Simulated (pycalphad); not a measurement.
Source of the numbers: pycalphad with the COST 507 light-alloy database (1999); pressure 1 atm. The database dates from 1999; later assessments differ in places, in temperatures and in the compounds included. Phase fractions are per mole of atoms.

### Question
Give the equilibrium state of Fe-8.1Si (at.%) at 1457 °C.

### Answer
```
T = 1730.00 K, P = 101325 Pa, N = 1 mol of atoms
G = -109733 J/mol, H = 51499 J/mol, S = 93.20 J/(mol K)  (SER reference)
chemical potentials (J/mol): Fe -102235, Si -194805
phase             fraction      x(Fe)      x(Si)
LIQUID              0.5554     0.9094     0.0906
BCC_A2              0.4446     0.9310     0.0690
```

BCC_A2 is bcc.
